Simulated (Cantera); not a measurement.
A Cantera script and its output.

```python
import numpy as np
import cantera as ct

gas = ct.Solution("gri30.yaml")


def delay(T, t_max=10):
    gas.TPX = T, 1000000, {'CH4': 1, 'C2H6': 0.15, 'O2': 3.88, 'N2': 14.6}
    reactor = ct.IdealGasConstPressureReactor(gas, clone=False)
    net = ct.ReactorNet([reactor])
    net.rtol, net.atol = 1e-8, 1e-16
    while net.time < t_max:
        t_old, T_old = net.time, reactor.T
        net.step()
        if reactor.T > T + 400:  # ignition: a rise of 400 K
            return t_old + (T + 400 - T_old) / (reactor.T - T_old) * (net.time - t_old)
    return np.nan


taus = []
for T in [1075, 1125, 1175, 1225, 1275, 1325, 1375]:
    taus.append(delay(T))
    print(f"T0 = {T:6g} K   tau = {taus[-1]:.4e} s")
```

It prints:

```
T0 =   1075 K   tau = 6.4752e-03 s
T0 =   1125 K   tau = 2.7410e-03 s
T0 =   1175 K   tau = 1.2611e-03 s
T0 =   1225 K   tau = 6.2915e-04 s
T0 =   1275 K   tau = 3.3851e-04 s
T0 =   1325 K   tau = 1.9454e-04 s
T0 =   1375 K   tau = 1.1803e-04 s
```

Computed with Cantera and GRI-Mech 3.0 (53 species, 325 reactions).
